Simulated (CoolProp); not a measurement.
Properties of hydrogen chloride along the isobar 0.559 MPa.

Model: reference Helmholtz-energy equation of state, Thol 2018, in CoolProp.

```
T (K)  phase  speed of sound (m/s)  expansivity (1/kK)  fugacity coefficient
-----  -----  --------------------  ------------------  --------------------
246.6    gas                 270.0               5.087                0.9391
250.1    gas                 272.4               4.952                0.9419
253.5    gas                 274.7               4.829                0.9445
257      gas                 277.0               4.712                0.9470
260.5    gas                 279.3               4.602                0.9494
263.9    gas                 281.5               4.501                0.9515
267.4    gas                 283.8               4.403                0.9536
270.9    gas                 286.0               4.311                0.9555
274.4    gas                 288.2               4.224                0.9574
277.8    gas                 290.3               4.144                0.9590
281.3    gas                 292.5               4.066                0.9607
284.8    gas                 294.6               3.991                0.9622
288.3    gas                 296.7               3.920                0.9637
291.7    gas                 298.7               3.854                0.9650
295.2    gas                 300.7               3.789                0.9663
298.7    gas                 302.8               3.727                0.9675
```
